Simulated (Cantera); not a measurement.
Premixed flame

A freely propagating, adiabatic, planar premixed flame of 8.82 % CH4, 19.1 % O2, 72.0 % N2, unburnt at 373 K and 3.16 atm; mixture-averaged transport, grid criteria slope 0.08 and curve 0.16, no radiation.

Model: GRI-Mech 3.0 (53 species, 325 reactions), integrated in Cantera. Burning velocities carry a grid error of a few per cent, more on coarse grids.

| z (mm) | T (K) | u (m/s) | x CH4 | x O2 | x NO | x OH | x C2H | x H |
|---|---|---|---|---|---|---|---|---|
| -0.570 | 373 | 0.320 | 0.0881 | 0.191 | <1e-8 | <1e-8 | <1e-8 | <1e-8 |
| -0.380 | 376 | 0.323 | 0.0878 | 0.191 | <1e-8 | <1e-8 | <1e-8 | <1e-8 |
| -0.285 | 388 | 0.333 | 0.0870 | 0.190 | 1.13e-8 | <1e-8 | <1e-8 | <1e-8 |
| -0.190 | 476 | 0.411 | 0.0816 | 0.184 | 1.37e-7 | 8.19e-8 | <1e-8 | <1e-8 |
| -0.0950 | 938 | 0.819 | 0.0546 | 0.144 | 2.69e-6 | 8.31e-6 | <1e-8 | 7.72e-6 |
| -0.0475 | 1367 | 1.20 | 0.0286 | 0.102 | 6.95e-6 | 0.000123 | <1e-8 | 0.000147 |
| 0 | 1769 | 1.56 | 0.00526 | 0.0562 | 1.28e-5 | 0.00173 | 9.44e-8 | 0.00126 |
| 0.0475 | 1931 | 1.69 | 0.000172 | 0.0338 | 1.95e-5 | 0.00527 | 2.92e-8 | 0.00236 |
| 0.0950 | 1997 | 1.74 | 3.23e-6 | 0.0274 | 2.38e-5 | 0.00626 | <1e-8 | 0.00222 |
| 0.190 | 2073 | 1.80 | <1e-8 | 0.0231 | 2.92e-5 | 0.00596 | <1e-8 | 0.00146 |
| 0.380 | 2142 | 1.85 | <1e-8 | 0.0199 | 3.64e-5 | 0.00490 | <1e-8 | 0.000700 |
| 0.760 | 2189 | 1.89 | <1e-8 | 0.0178 | 4.60e-5 | 0.00376 | <1e-8 | 0.000292 |
| 1.52 | 2212 | 1.90 | <1e-8 | 0.0167 | 5.89e-5 | 0.00306 | <1e-8 | 0.000147 |
x: mole fraction of selected species; z is measured from the peak of heat release.

The laminar burning velocity is 32.0 cm/s, the thermal thickness is 0.190 mm and the peak x(OH) comes out as 0.00630. The peak x(C2H) is 1.22e-7 and the peak x(H) is 0.00240. The grid points is 148.
